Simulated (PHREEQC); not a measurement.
Consider water at 20 °C with 0.003 mol HF, 6.4e-05 mol (CH3)4NF and 0.0033 mol H2SO4 per kg of water. Closed to the air; pH follows from the charge balance.

The numbers come from PHREEQC with the ion-association model, phreeqc.dat.

Precipitation was switched off in this run.

**Question.** Estimate the pH.

**Answer.** pH 2.26.

**Question.** In which forms is S present?

**Answer.** SO4-2 73 %, HSO4- 27 % of the S.

Complexes and solids missing from the database can't appear. (CH3)4N+ isn't in the database: it is added as a free cation with an ion size of 4 Å.
